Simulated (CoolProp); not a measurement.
Vapour-liquid equilibrium of n-octane (1) + o-xylene (2) at 440.9 K; x and y are mole fractions of (1).

Values from CoolProp's multi-fluid Helmholtz-energy mixture model, Beckmüller 2019 and Zhou 2012; pair parameters Bell 2016.

```csv
x,"bubble pressure, mixture model (kPa)","bubble pressure, Raoult's law (kPa)","y, mixture model","y, Raoult's law"
0.05,(withheld),186.4,(withheld),0.077
0.2,205.2,202.2,(withheld),0.283
0.35,221.9,218.0,(withheld),0.460
0.5,237.7,233.8,0.601,0.613
0.65,(withheld),249.6,(withheld),0.746
0.8,267.5,265.4,0.852,0.864
0.95,(withheld),281.2,(withheld),0.968
```

### Question
Some entries are withheld; supply them.

### Answer

- 0.05, bubble pressure, mixture model (kPa): 187.4
- 0.05, y, mixture model: 0.079
- 0.2, y, mixture model: 0.284
- 0.35, y, mixture model: 0.454
- 0.65, bubble pressure, mixture model (kPa): 252.8
- 0.65, y, mixture model: 0.732
- 0.95, bubble pressure, mixture model (kPa): 281.8
- 0.95, y, mixture model: 0.964

The largest gap from Raoult's law is +1.8 % in bubble pressure, at x = 0.35. No azeotrope shows between x = 0.05 and 0.95.

Pair parameters are fitted to limited data, so mixtures are less certain than the pure fluids.
